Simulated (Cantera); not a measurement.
Input: 1 mol Ta₂O₅, 250 mol H₂, 3.1 mol H₂O, at 1898 K and 19.0 Pa.

Cantera equilibrium calculation (NASA polynomials, part measured and part estimated; ideal gas, pure solids and liquids). Candidate condensed phases: H₂O, Ta, Ta₂O₅; 12 gas species. Rates play no part.

Base state: H₂ 0.933, H 0.0548, H₂O 0.0120, TaO₂ 0.000253, OH 5.75e-5 (mole fractions); condensed: Ta₂O₅(s).

Question: What changes in the equilibrium state with this change: Ta₂O₅ replaced by Fe₃O₄?

Answer: 
```tsv
species	before	after
H₂	0.933	0.908
H	0.0548	0.0540
H₂O	0.0120	0.0268
Fe	0	0.0114
TaO₂	0.000253	0
OH	5.75e-5	0.000131
Ta₂O₅(s), mol	0.966	0
```
Further candidate phases: Fe, FeO, Fe(OH)₂, Fe(OH)₃, Fe₂O₃, Fe₃O₄.
